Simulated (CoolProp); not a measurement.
Vapour-liquid equilibrium of 1-butene (1) + n-perfluorobutane (2) at 46.45 °C; x and y are mole fractions of (1).

The numbers come from the multi-fluid Helmholtz-energy mixture model, Lemmon 2005 and Gao 2022; pair parameters Bell 2016 in CoolProp.

Question: Give the bubble pressure and the first vapour's composition at x = 0.275, 0.5, 0.65. Is there an azeotrope?

Answer: x = 0.275: 785.0 kPa, y = 0.473; x = 0.5: 856.3 kPa, y = 0.578; x = 0.65: 858.3 kPa, y = 0.595. y crosses x between x = 0.575 and 0.65: the model has an azeotrope there.

The pair parameters rest on a limited set of measurements; away from them the model extrapolates. With so large a gap from Raoult's law the liquid may split in two, which this calculation doesn't test in full.
